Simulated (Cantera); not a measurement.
An isothermal, constant-pressure homogeneous reactor starts with CH₄ : H₂ = 1 : 2.3 (molar parts), at 1825 K and 0.000220 bar. Integrator tolerance rtol = 1e-08.

Model: GRI-Mech 3.0 (53 species, 325 reactions), integrated in Cantera. GRI-Mech 3.0 stops at C3 and has no aromatics, soot or wall deposition, so with more carbon than oxygen in the feed, carbon stays in small species such as C2H2 where larger ones or solid carbon would form. Radical loss at walls, strong at low pressure, is not modelled.

### Question
What does this change do: pressure from 0.000220 bar to 1.30 bar?

### Answer
```
quantity                                             before                                      after
-----------------  ----------------------------------------  -----------------------------------------
x(CH₄) at 7.00 s     0.0228 (gas-phase equilibrium 2.84e-6)      0.0167 (gas-phase equilibrium 0.0167)
x(H₂) at 7.00 s         0.866 (gas-phase equilibrium 0.858)        0.873 (gas-phase equilibrium 0.873)
x(CH₃) at 7.00 s    0.00167 (gas-phase equilibrium 1.85e-6)  0.000140 (gas-phase equilibrium 0.000140)
x(C₂H₆) at 7.00 s    1.19e-6 (gas-phase equilibrium <1e-12)    3.09e-6 (gas-phase equilibrium 3.09e-6)
x(C₂H₄) at 7.00 s  0.000118 (gas-phase equilibrium 4.24e-7)    0.00239 (gas-phase equilibrium 0.00239)
x(H) at 7.00 s       0.00318 (gas-phase equilibrium 0.0277)  0.000363 (gas-phase equilibrium 0.000363)
x(C₂H₂) at 7.00 s       0.106 (gas-phase equilibrium 0.115)        0.108 (gas-phase equilibrium 0.108)
```

### Question
What does this change do: pressure from 0.000220 bar to 0.0267 bar?

### Answer
```csv
quantity,before,after
x(CH₄) at 7.00 s,0.0228 (gas-phase equilibrium 2.84e-6),0.000387 (gas-phase equilibrium 0.000361)
x(H₂) at 7.00 s,0.866 (gas-phase equilibrium 0.858),0.881 (gas-phase equilibrium 0.881)
x(CH₃) at 7.00 s,0.00167 (gas-phase equilibrium 1.85e-6),2.25e-5 (gas-phase equilibrium 2.10e-5)
x(C₂H₆) at 7.00 s,1.19e-6 (gas-phase equilibrium <1e-12),1.57e-9 (gas-phase equilibrium 1.42e-9)
x(C₂H₄) at 7.00 s,0.000118 (gas-phase equilibrium 4.24e-7),5.33e-5 (gas-phase equilibrium 5.33e-5)
x(H) at 7.00 s,0.00318 (gas-phase equilibrium 0.0277),0.00255 (gas-phase equilibrium 0.00255)
x(C₂H₂) at 7.00 s,0.106 (gas-phase equilibrium 0.115),0.116 (gas-phase equilibrium 0.116)
```
